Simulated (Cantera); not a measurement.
Premixed flame

A freely propagating, adiabatic, planar premixed flame of H2 : O2 : N2 = 1 : 0.312 : 1.17 (molar parts), equivalence ratio 1.6, unburnt at 550 K and 1.00 atm; multicomponent transport, grid criteria slope 0.08 and curve 0.16, no radiation.

Computed with Cantera and the H2/O2 subset of GRI-Mech 3.0, which has no nitrogen chemistry. Burning velocities carry a grid error of a few per cent, more on coarse grids.

| z (mm) | T (K) | u (m/s) | x H2 | x O2 | x O | x H | x H2O | x H2O2 |
|---|---|---|---|---|---|---|---|---|
| -1.28 | 550 | 7.66 | 0.403 | 0.126 | <1e-8 | <1e-8 | <1e-8 | <1e-8 |
| -0.857 | 550 | 7.66 | 0.403 | 0.126 | <1e-8 | <1e-8 | <1e-8 | <1e-8 |
| -0.642 | 550 | 7.66 | 0.403 | 0.126 | <1e-8 | <1e-8 | <1e-8 | <1e-8 |
| -0.428 | 550 | 7.66 | 0.403 | 0.126 | <1e-8 | 1.39e-8 | 7.48e-8 | <1e-8 |
| -0.214 | 567 | 7.88 | 0.400 | 0.126 | 8.60e-6 | 0.000175 | 0.000668 | 3.98e-6 |
| -0.107 | 797 | 10.9 | 0.370 | 0.119 | 0.000320 | 0.00822 | 0.0201 | 1.56e-5 |
| 0 | 1238 | 16.3 | 0.258 | 0.0778 | 0.00426 | 0.0513 | 0.109 | 2.95e-6 |
| 0.107 | 1539 | 20.0 | 0.157 | 0.0214 | 0.00614 | 0.0876 | 0.216 | 1.71e-6 |
| 0.214 | 1670 | 21.5 | 0.136 | 0.00662 | 0.00496 | 0.0891 | 0.246 | 1.11e-6 |
| 0.428 | 1802 | 23.0 | 0.139 | 0.00333 | 0.00400 | 0.0766 | 0.254 | 6.49e-7 |
| 0.857 | 1939 | 24.6 | 0.146 | 0.00230 | 0.00294 | 0.0604 | 0.260 | 3.50e-7 |
| 1.71 | 2073 | 26.0 | 0.153 | 0.00140 | 0.00185 | 0.0446 | 0.266 | 1.84e-7 |
| 3.43 | 2188 | 27.2 | 0.158 | 0.000736 | 0.000996 | 0.0309 | 0.273 | 1.00e-7 |
x: mole fraction of selected species; z is measured from the peak of heat release.

- laminar burning velocity: 766 cm/s
- thermal thickness: 0.428 mm
- peak x(O): 0.00635
- peak x(H): 0.0907
- peak x(H2O2): 1.70e-5
- grid points: 140
